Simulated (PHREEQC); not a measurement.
Make-up at 25 °C: 0.0023 mol/kgw Fe2(SO4)3. Closed to the air; pH follows from the charge balance.

The numbers come from PHREEQC with the ion-association model, phreeqc.dat.

Each row changes one thing in this solution. Precipitation was switched off in this run.

```csv
case,pH,ionic strength (mol/kgw),SO4-2 (mol/kgw),FeSO4+ (mol/kgw),FeOH+2 (mol/kgw),HSO4- (mol/kgw),SI of Goethite (FeOOH),SI of Hematite (Fe2O3)
as made,2.95,0.0130,0.00347,0.00287,0.000961,0.000270,+5.88,+13.76
Fe2(SO4)3 from 0.0023 to 0.00345 mol/kgw,2.90,0.0179,0.00473,0.00464,0.00114,0.000391,+5.83,+13.67
Fe2(SO4)3 from 0.0023 to 0.023 mol/kgw,2.67,0.0862,0.0211,0.0333,0.00221,0.00219,+5.46,+12.94
Fe2(SO4)3 from 0.0023 to 0.00207 mol/kgw,2.96,0.0120,0.00320,0.00253,0.000917,0.000245,+5.89,+13.79
diluted 5-fold with water,3.19,0.00376,0.00103,0.000284,0.000396,5.35e-5,+6.05,+14.11
4.6e-05 mol/kgw KOH added,2.96,0.0131,0.00348,0.00286,0.000969,0.000266,+5.90,+13.80
temperature from 25 to 70 °C,2.73,0.0142,0.00353,0.00180,0.00165,0.00136,+6.03,+14.25
0.0024 mol/kgw NaOH added,3.33,0.0170,0.00454,0.00195,0.00131,0.000141,+6.75,+15.51
```

Some of these states are supersaturated (in Hematite (slow to form), Goethite (slow to form), Fe(OH)3(a), for instance). Constants without temperature data keep their 25 °C values here.
